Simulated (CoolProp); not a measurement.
R143a along the isobar 2.94 MPa: Z from the reference equation and from simpler models built on Tc = 345.9 K, pc = 3.762 MPa, ω = 0.261; each cubic takes its own stable root.

Model: reference Helmholtz-energy equation of state, Lemmon and Jacobsen 2000, in CoolProp.

```
T (K)   phase  reference
-----  ------  ---------
177.2  liquid     0.1294
201.8  liquid     0.1191
226.5  liquid     0.1119
251.2  liquid     0.1071
275.8  liquid     0.1048
300.5  liquid     0.1056
325.2  liquid     0.1135
349.9     gas     0.6491
374.5     gas     0.7508
```

Q: How far does each simpler model (van der Waals, Redlich-Kwong, Soave-Redlich-Kwong, Peng-Robinson) lie from the reference over these 9 states: mean and median of the absolute difference, and the worst?

A: 
- van der Waals: mean 61.3 %, median 75.6 %, worst +82.0 % at 325.2 K and 2.94 MPa
- Redlich-Kwong: mean 19.9 %, median 21.7 %, worst +35.7 % at 325.2 K and 2.94 MPa
- Soave-Redlich-Kwong: mean 16.6 %, median 18.1 %, worst +28.7 % at 325.2 K and 2.94 MPa
- Peng-Robinson: mean 5.2 %, median 4.8 %, worst +14.2 % at 325.2 K and 2.94 MPa
